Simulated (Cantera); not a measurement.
What does this Cantera script print?

```python
import numpy as np
import cantera as ct

gas_names = """
    CL CL2 Cs CsCL Cs2 Cs2CL2 N N2
""".split()
cond_names = """
    Cs(cr) Cs(L) CsCL(a) CsCL(b) CsCL(L)
""".split()


# ... load() reads the species with a 1 bar reference pressure and builds the phases ...
atoms = {
    'CsCl': {'Cs': 1, 'CL': 1},
    'N2': {'N': 2},
}
top_T = {}  # K; cautious upper limits of use, not melting points


# ... equilibrate(T, P, feed) seeds the gas with the atoms and calls Mixture.equilibrate('TP', solver="vcs", rtol=1e-11, max_steps=5000) ...
results = []
feed = {'CsCl': 1, 'N2': 46}  # mol
T = 1150  # K
P = 1000  # Pa
mix = equilibrate(T, P, feed)
results.append((T, P, feed, dict(zip(mix.species_names, mix.species_moles))))
print(gas.report(threshold=0.001))
for i in range(1, mix.n_phases):
    print(f"{mix.phase(i).name:16s} {mix.phase_moles(i):12.5e} mol")
```

It prints:

```
       temperature   1150 K
          pressure   1000 Pa
           density   0.0032428 kg/m^3
  mean mol. weight   31.006 kg/kmol
   phase of matter   gas

                          1 kg             1 kmol
                     ---------------   ---------------
          enthalpy        6.9036e+05        2.1405e+07  J
   internal energy        3.8198e+05        1.1844e+07  J
           entropy            8822.2        2.7354e+05  J/K
    Gibbs function       -9.4552e+06       -2.9317e+08  J
 heat capacity c_p            1081.3             33527  J/K
 heat capacity c_v            813.14             25212  J/K

                      mass frac. Y      mole frac. X     chem. pot. / RT
                     ---------------   ---------------   ---------------
              CsCL           0.11335          0.020876           -67.138
                N2           0.88445           0.97892           -29.862
     [   +6 minor]          0.002198        0.00020246

Cs(L)             0.00000e+00 mol
CsCL(L)           0.00000e+00 mol
```

Method: chemical equilibrium by Gibbs-energy minimisation in Cantera with the NASA 1993 tables (ideal gas, pure condensed phases).
